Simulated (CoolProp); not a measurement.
Vapour-liquid equilibrium of R13 (1) + R113 (2) at 268.6 K; x and y are mole fractions of (1).

Values from CoolProp's multi-fluid Helmholtz-energy mixture model, Platzer 1990 and Marx 1992; pair parameters Bell 2016. This equation is an older, rougher fit; its heat capacities, sound speeds and derivatives of the liquid may be far off and weren't checked against measurements.

```csv
x,bubble pressure (kPa),y at the bubble point,dew pressure at overall composition x (kPa),liquid density (mol/L)
0.05,123.5,0.902,12.65,8.857
0.2,425.7,0.972,15.02,9.312
0.35,688.3,0.983,18.50,9.789
0.5,922.5,0.988,24.06,10.27
0.65,1141,0.991,34.39,10.74
0.8,1365,0.994,60.26,11.10
0.95,1634,0.998,241.8,11.17
```

No azeotrope shows between x = 0.05 and 0.95.

Pair parameters are fitted to limited data, so mixtures are less certain than the pure fluids. The gap from Raoult's law changes sign with composition, which may be real or a fault of the pair parameters; it wasn't checked against measurements.
